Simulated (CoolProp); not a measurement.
A single-stage vapour-compression cycle with n-perfluorobutane: evaporating at 275.15 K (dew point), condensing at 321.15 K (bubble point), superheat 10 K, subcooling 8 K, compressor efficiency 0.75, no pressure losses. Each further row changes one setting.

Computed with CoolProp (reference Helmholtz-energy equation of state, Gao 2022).

```csv
case,cooling COP,pressure ratio,discharge temperature (K),refrigerating effect (kJ/kg),volumetric capacity (kJ/m³)
as stated,3.41,4.43,321.1,61.4,769
evaporating temperature 280.15 K,4.11,3.66,321.1,65.4,980
condensing temperature 316.15 K,4.07,3.86,316.1,67.3,842
subcooling 13 K,3.74,4.43,321.1,67.3,842
superheat 20 K,3.64,4.43,322.4,70.1,843
compressor efficiency 0.65,2.96,4.43,321.1,61.4,769
```

The compression ends wet for: as stated; evaporating temperature 280.15 K; condensing temperature 316.15 K; subcooling 13 K; compressor efficiency 0.65.
